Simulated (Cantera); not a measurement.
A closed system holds: 1 mol PbO, 840 mol H₂, 4.2 mol N₂, held at 1173.15 K and 1000 Pa.

Cantera equilibrium calculation (NASA polynomials, part measured and part estimated; ideal gas, pure solids and liquids). Candidate condensed phases: H₂O, Pb, PbO, PbO₂, Pb₃O₄; 27 gas species. Kinetics and transport are ignored.

### Question
What is the equilibrium state?

### Answer
```json
{
 "x(H₂)": "0.993",
 "x(N₂)": "0.00497",
 "x(H₂O)": "0.00118",
 "x(Pb)": "0.00118",
 "x(H)": "1.18e-6",
 "gas_amount": "845.2 mol",
 "log10 activity of Pb(l) (absent)": "-1.55",
 "log10 activity of PbO₂(s) (absent)": "-21.67"
}
```
